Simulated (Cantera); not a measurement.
## Thermodynamics of hydrogen reduction and annealing atmospheres, feed PbO + H2 + H2O

Feed: 1 mol PbO, 0.55 mol H2, 0.3 mol H2O.

Cantera equilibrium calculation (NASA polynomials, part measured and part estimated; ideal gas, pure solids and liquids). Candidate condensed phases: H2O, Pb, PbO, PbO2, Pb3O4; 12 gas species. Each liquid is taken as pure. Mutual solubility and eutectic melting of coexisting phases are not modelled. Equilibrium is a limit: real reactors are often held back by kinetics, nucleation or transport.

Map the stable condensed phases over T = 852, 877, 902, 927, 952, 977, 1002, 1027, 1052 °C and P in Pa = 10, 36, 130, 460, 1700, 6000, 22000, 77000, 280000, 1000000.


```
T in °C \ P in Pa
              10      36     130     460    1700    6000   22000   77000  280000 1000000
   1052        A       A       A       B       C       C       C       C       C       C
   1027        A       A       A       B       C       C       C       C       C       C
   1002        A       A       B       B       C       C       C       C       C       C
    977        A       A       B       C       C       C       C       C       C       C
    952        A       A       B       C       C       C       C       C       C       C
    927        A       B       B       C       C       C       C       C       C       C
    902        A       B       C       C       C       C       C       C       C       C
    877        B       B       C       C       C       C       C       C       C       C
    852        B       B       C       C       C       C       C       C       C       C
```
A: gas only; B: PbO; C: Pb + PbO.
